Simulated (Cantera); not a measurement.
# Equilibrium for silicon nitride deposition: SiH₂Cl₂ + N₂

Feed: 1 mol SiH₂Cl₂, 2.1 mol N₂.

Method: chemical equilibrium by Gibbs-energy minimisation in Cantera with the NASA 1993 tables (ideal gas, pure condensed phases). Candidate condensed phases: NH₄Cl, Si, Si₃N₄; 28 gas species. N₂ is the only nitrogen source here; it is nearly inert below about 1500 K, so the nitride shown seldom forms there in practice. The tables' values for SiCl₃ are old estimates. Rates play no part.

Stable condensed phases:

```
T in K \ P in Pa
              5     21     85    350   1400   5900  24000 100000
   1898       A      A      B      B      B      B      C      C
   1848       A      B      B      B      B      C      C      C
   1798       A      B      B      B      B      C      C      C
   1748       B      B      B      B      C      C      C      C
   1698       B      B      B      C      C      C      C      C
   1648       B      B      B      C      C      C      C      C
   1598       B      B      C      C      C      C      C      C
   1548       B      B      C      C      C      C      C      C
   1498       B      C      C      C      C      C      C      C
   1448       C      C      C      C      C      C      C      C
```

A: gas only; B: Si; C: Si₃N₄.
